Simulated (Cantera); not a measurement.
Feed: 1 mol Cu, 3.1 mol F2, at 650 °C and 13.5 Torr.

Cantera equilibrium calculation (NASA polynomials, part measured and part estimated; ideal gas, pure solids and liquids). Candidate condensed phases: Cu, CuF2; 6 gas species. Kinetics and transport are ignored.

Base state: F2 0.726, F 0.273, CuF2 5.24e-5 (mole fractions); condensed: CuF2(s).

Problem. What changes in the equilibrium state with this change: temperature from 650 °C to 875 °C?

Solution. 
| species | before | after |
|---|---|---|
| F | 0.273 | 0.865 |
| F2 | 0.726 | 0.108 |
| CuF2 | 5.24e-5 | 0.0264 |
| CuF2(s), mol | 1.000 | 0 |
| CuF2(l), mol | 0 | 0.898 |

Problem. What changes in the equilibrium state with this change: 0.019 mol NH3 added?

Solution. 
| species | before | after |
|---|---|---|
| F2 | 0.726 | 0.703 |
| F | 0.273 | 0.269 |
| HF | 0 | 0.0231 |
| CuF2 | 5.24e-5 | 5.24e-5 |
| N2 | 0 | 0.00339 |
| NF3 | 0 | 0.000921 |
| CuF2(s), mol | 1.000 | 1.000 |

Problem. What changes in the equilibrium state with this change: temperature from 650 °C to 252 °C?

Solution. 
| species | before | after |
|---|---|---|
| F2 | 0.726 | 1.000 |
| F | 0.273 | 0.000103 |
| CuF2 | 5.24e-5 | <1e-9 |
| CuF2(s), mol | 1.000 | 1.00 |
